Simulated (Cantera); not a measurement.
Feed: 1 mol SiH₂Cl₂, 0.87 mol HCl, 47 mol N₂, held at 702 °C and 16000 Pa.

Cantera equilibrium calculation (NASA polynomials, part measured and part estimated; ideal gas, pure solids and liquids). Candidate condensed phases: NH₄Cl, Si, Si₃N₄; 28 gas species. N₂ is the only nitrogen source here; it is nearly inert below about 1500 K, so the nitride shown seldom forms there in practice. The numbers say what is thermodynamically allowed, not how fast it happens.

Base state: N₂ 0.946, HCl 0.0392, H₂ 0.00961, SiCl₄ 0.00480 (mole fractions); condensed: Si₃N₄(s).

Task: What changes in the equilibrium state with this change: HCl from 0.87 to 0.051 mol?

Result: 
| species | before | after |
|---|---|---|
| N₂ | 0.946 | 0.961 |
| HCl | 0.0392 | 0.0294 |
| H₂ | 0.00961 | 0.00652 |
| SiCl₄ | 0.00480 | 0.00326 |
| Si₃N₄(s), mol | 0.255 | 0.281 |
